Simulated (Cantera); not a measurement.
# PbO + CO (carbothermic reduction)

Charge: 1 mol PbO, a varied amount of CO, held at 1552 °C and 25.0 mbar.

These are equilibrium values from Cantera (NASA tables, ideal gas, pure condensed phases), not measurements of a reactor. Candidate condensed phases: C, Pb, PbO, PbO₂, Pb₃O₄; 15 gas species. Gases not in the tables: (PbO)n polymers. The numbers say what is thermodynamically allowed, not how fast it happens.

```csv
n(CO) (mol),log p CO,log p Pb,log p CO₂,log p PbO,log p O₂,log p O
0.53,-3.99,-2.03,-2.08,-2.17,-3.33,-5.48
0.66,-3.75,-2.00,-2.01,-2.32,-3.68,-5.65
0.83,-3.40,-1.96,-1.96,-2.58,-4.29,-5.96
1,-2.97,-1.94,-1.94,-2.97,-5.10,-6.36
1.3,-2.45,-1.98,-1.98,-3.56,-6.20,-6.91
1.6,-2.23,-2.02,-2.02,-3.88,-6.74,-7.18
2,-2.08,-2.08,-2.08,-4.15,-7.17,-7.40
2.5,-1.97,-2.15,-2.15,-4.39,-7.51,-7.57
3.1,-1.89,-2.22,-2.22,-4.60,-7.80,-7.71
3.9,-1.83,-2.29,-2.29,-4.82,-8.08,-7.85
```
log p: log10 of the partial pressure in bar; nothing condenses.

From 0.53 mol CO to 3.9 mol CO nothing is condensed.
